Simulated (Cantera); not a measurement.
Feed: 1 mol SiH4, 1800 mol H2, equilibrated at 790 Pa.

Method: chemical equilibrium by Gibbs-energy minimisation in Cantera with the NASA 1993 tables (ideal gas, pure condensed phases). Candidate condensed phases: Si; 9 gas species. Gases not in the tables: Si2H6 and higher silanes. The numbers say what is thermodynamically allowed, not how fast it happens.

Problem. Which condensed phases are stable at each of these points (T (°C)): 827, 927, 1027, 1127, 1227, 1327, 1427, 1527, 1627, 1727, 1827, 1927, 2027?

Solution. 
| T (°C) | condensed phases | Si condensed (%) |
|---|---|---|
| 827 | Si(s) | 100.0 |
| 927 | Si(s) | 100.0 |
| 1027 | Si(s) | 100.0 |
| 1127 | Si(s) | 99.9 |
| 1227 | Si(s) | 99.4 |
| 1327 | Si(s) | 96.4 |
| 1427 | Si(l) | 79.6 |
| 1527 | Si(l) | 13.5 |
| 1627 | gas only | 0.0 |
| 1727 | gas only | 0.0 |
| 1827 | gas only | 0.0 |
| 1927 | gas only | 0.0 |
| 2027 | gas only | 0.0 |

From 827 °C to 1327 °C the condensed part is Si(s). From 1427 °C to 1527 °C the condensed part is Si(l). From 1627 °C to 2027 °C nothing is condensed.
